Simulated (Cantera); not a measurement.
A Cantera script and its output.

```python
import numpy as np
import cantera as ct

gas = ct.Solution("gri30.yaml")
gas.TPX = 1798, 2666, {'CH4': 1, 'H2': 6.1}
inlet = ct.Reservoir(gas, clone=True)

reactor = ct.IdealGasConstPressureReactor(gas, energy="off", clone=False)
exhaust = ct.Reservoir(gas, clone=True)
tau = [14, 2.9, 0.6, 0.12, 0.025, 0.005, 0.001, 0.0002][0]
for a, b in ((inlet, reactor), (reactor, exhaust)):
    ct.MassFlowController(a, b, mdot=lambda t: reactor.mass / tau)
net = ct.ReactorNet([reactor])
show = ['CH4', 'H2', 'C2H6', 'CH3', 'C2H4', 'C2H']

rows = []
print(f"{'tau/s':>10s}{'T/K':>9s}" + "".join(f"{s:>11s}" for s in show))
for tau in [14, 2.9, 0.6, 0.12, 0.025, 0.005, 0.001, 0.0002]:
    net.initial_time = 0.0
    net.advance(30 * tau)
    before = gas.X
    net.advance(40 * tau)
    drift = np.max(np.abs(gas.X - before) / (gas.X + 1e-9))
    rows.append([gas.T, *gas[show].X, drift])
    print(f"{tau:10.3e}{gas.T:9.1f}" + "".join(f"{x:11.3e}" for x in gas[show].X))
```

It prints:

```
     tau/s      T/K        CH4         H2       C2H6        CH3       C2H4        C2H
 1.400e+01   1798.0  4.763e-03  9.336e-01  1.353e-07  2.042e-04  3.883e-05  1.098e-06
 2.900e+00   1798.0  1.102e-02  9.301e-01  6.565e-07  4.378e-04  5.195e-05  9.696e-07
 6.000e-01   1798.0  2.566e-02  9.218e-01  3.055e-06  9.053e-04  1.168e-04  7.599e-07
 1.200e-01   1798.0  5.652e-02  9.043e-01  1.211e-05  1.716e-03  3.780e-04  4.701e-07
 2.500e-02   1798.0  1.002e-01  8.795e-01  2.922e-05  2.529e-03  8.968e-04  1.727e-07
 5.000e-03   1798.0  1.336e-01  8.615e-01  2.308e-05  2.017e-03  6.685e-04  1.009e-08
 1.000e-03   1798.0  1.402e-01  8.591e-01  1.717e-06  5.016e-04  2.334e-05  6.755e-12
 2.000e-04   1798.0  1.407e-01  8.591e-01  4.390e-08  1.001e-04  2.078e-07  1.578e-15
```

Computed with Cantera and GRI-Mech 3.0 (53 species, 325 reactions). GRI-Mech 3.0 stops at C3 and has no aromatics, soot or wall deposition, so with more carbon than oxygen in the feed, carbon stays in small species such as C2H2 where larger ones or solid carbon would form. Radical loss at walls, strong at low pressure, is not modelled.
